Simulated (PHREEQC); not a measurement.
Consider water at 20 °C with 0.053 mol/kgw ZnSO4, 0.00024 mol/kgw Na2SO4 and 0.00066 mol/kgw MnSO4. Closed to the air; pH follows from the charge balance.

Model: ion-association model, wateq4f.dat, run in PHREEQC.

Question: The ionic strength comes out as 0.114 mol/kgw. What activity coefficients do Mn+2, NaSO4-, ZnOH+, H+, Zn+2 get?

Answer: Mn+2 0.39, NaSO4- 0.78, ZnOH+ 0.78, H+ 0.82, Zn+2 0.39.

No solid was allowed to form.
